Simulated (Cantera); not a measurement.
What does this Cantera script print?

```python
import numpy as np
import cantera as ct

gas_names = """
    H HO2 H2 H2O H2O2 O OH O2 O3 Ti TiO TiO2
""".split()
cond_names = """
    H2O(s) H2O(L) Ti(a) Ti(b) Ti(L) TiO(a) TiO(b) TiO(L) TiO2(ru) TiO2(L) Ti2O3(a) Ti2O3(b) Ti2O3(L)
    Ti3O5(a) Ti3O5(b) Ti3O5(L) Ti4O7(s) Ti4O7(L)
""".split()


# ... load() reads the species with a 1 bar reference pressure and builds the phases ...
atoms = {
    'TiO2': {'Ti': 1, 'O': 2},
    'H2O': {'H': 2, 'O': 1},
    'H2': {'H': 2},
}
top_T = {}  # K; cautious upper limits of use, not melting points


# ... equilibrate(T, P, feed) seeds the gas with the atoms and calls Mixture.equilibrate('TP', solver="vcs", rtol=1e-11, max_steps=5000) ...
results = []
feed = {'TiO2': 1, 'H2O': 0.02, 'H2': 0.067}  # mol
T = 1148  # K
P = 5600  # Pa
mix = equilibrate(T, P, feed)
results.append((T, P, feed, dict(zip(mix.species_names, mix.species_moles))))
print(gas.report(threshold=1e-05))
for i in range(1, mix.n_phases):
    print(f"{mix.phase(i).name:16s} {mix.phase_moles(i):12.5e} mol")
```

It prints:

```
       temperature   1148 K
          pressure   5600 Pa
           density   0.0033406 kg/m^3
  mean mol. weight   5.6939 kg/kmol
   phase of matter   gas

                          1 kg             1 kmol
                     ---------------   ---------------
          enthalpy       -5.0521e+06       -2.8766e+07  J
   internal energy       -6.7284e+06       -3.8311e+07  J
           entropy             37681        2.1456e+05  J/K
    Gibbs function        -4.831e+07       -2.7508e+08  J
 heat capacity c_p            5920.7             33712  J/K
 heat capacity c_v            4460.5             25398  J/K

                      mass frac. Y      mole frac. X     chem. pot. / RT
                     ---------------   ---------------   ---------------
                H2           0.27267           0.77011           -21.003
               H2O           0.72733           0.22989           -55.001
     [  +10 minor]        4.8446e-08        2.6614e-07

Ti(a)             0.00000e+00 mol
TiO(a)            0.00000e+00 mol
TiO2(ru)          1.00000e+00 mol
Ti2O3(b)          0.00000e+00 mol
Ti3O5(b)          0.00000e+00 mol
Ti4O7(s)          0.00000e+00 mol
```

Equilibrium computed with Cantera from the NASA thermochemical tables; the gas is ideal and each condensed phase is pure. Gases not in the tables: TiO(OH)2.
